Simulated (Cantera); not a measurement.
Charge: 1 mol CH₃Cl, 0.077 mol H₂, 0.52 mol CH₄.

These are equilibrium values from Cantera (NASA tables, ideal gas, pure condensed phases), not measurements of a reactor. Candidate condensed phases: C, C₆H₆, C₇H₈, C₈H₁₈; 91 gas species. The numbers say what is thermodynamically allowed, not how fast it happens.

Question: What condenses at these points (T in K, P in Pa): (2748, 1); (2248, 4.2); (2248, 5600); (2048, 5600); (2548, 24000)?

Answer: 
```json
[
 {"T (K)": "2748", "P in Pa": "1", "condensed phases": "gas only", "C condensed (%)": "0.0"},
 {"T (K)": "2248", "P in Pa": "4.2", "condensed phases": "C", "C condensed (%)": "99.3"},
 {"T (K)": "2248", "P in Pa": "5600", "condensed phases": "C", "C condensed (%)": "99.1"},
 {"T (K)": "2048", "P in Pa": "5600", "condensed phases": "C", "C condensed (%)": "99.7"},
 {"T (K)": "2548", "P in Pa": "24000", "condensed phases": "C", "C condensed (%)": "96.4"}
]
```
